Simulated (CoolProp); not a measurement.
Aqueous methanol as a coolant, at 40 °C, 1 atm.

Computed with CoolProp (Melinder's fits for secondary coolants).

```tsv
mass %	freezing point (°C)	density (kg/m³)	viscosity (mPa s)	cp (kJ/(kg K))	Prandtl number
1.8	-1.0	988.9	0.680	4.184	4.61
6.9	-4.3	980.2	0.756	4.173	5.41
12	-8.1	971.7	0.833	4.148	6.26
17.1	-12.4	963.3	0.905	4.117	7.15
22.3	-17.3	954.4	0.968	4.082	8.05
27.4	-22.7	945.5	1.02	4.040	8.89
32.5	-28.7	936.4	1.05	3.986	9.63
37.7	-35.5	926.7	1.07	3.912	10.2
42.8	-42.8	916.8	1.07	3.819	10.6
47.9	-50.9	906.6	1.05	3.710	10.8
```
